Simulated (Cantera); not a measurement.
Standard-state values (1 bar) from the NASA 1993 polynomials, evaluated with Cantera. Values are per mole of reaction as written; species without (g) are pure solids or liquids, kept so even where they would boil at 1 bar.

2 Na + I2 → 2 NaI

```csv
T (K),ΔH° (kJ),ΔS° (J/K),ΔG° (kJ),log10 K,condensed phases
373,…,…,…,…,"Na(l), I2(s), NaI(s)"
398,-598.0,-80.2,-566.1,74.29,"Na(l), I2(l), NaI(s)"
423,…,…,…,…,"Na(l), I2(l), NaI(s)"
448,-599.7,-84.2,-562.0,65.52,"Na(l), I2(l), NaI(s)"
473,-600.5,-86.0,-559.8,61.82,"Na(l), I2(l), NaI(s)"
498,-601.3,-87.6,-557.7,58.49,"Na(l), I2(l), NaI(s)"
523,-602.1,-89.1,-555.5,55.48,"Na(l), I2(l), NaI(s)"
548,-602.8,-90.5,-553.2,52.73,"Na(l), I2(l), NaI(s)"
573,-603.5,-91.7,-550.9,50.22,"Na(l), I2(l), NaI(s)"
```

### Question
What belongs in the gaps?

### Answer

- 373, ΔH° (kJ): -581.7
- 373, ΔS° (J/K): -38.1
- 373, ΔG° (kJ): -567.5
- 373, log10 K: 79.47
- 423, ΔH° (kJ): -598.9
- 423, ΔS° (J/K): -82.3
- 423, ΔG° (kJ): -564.1
- 423, log10 K: 69.65
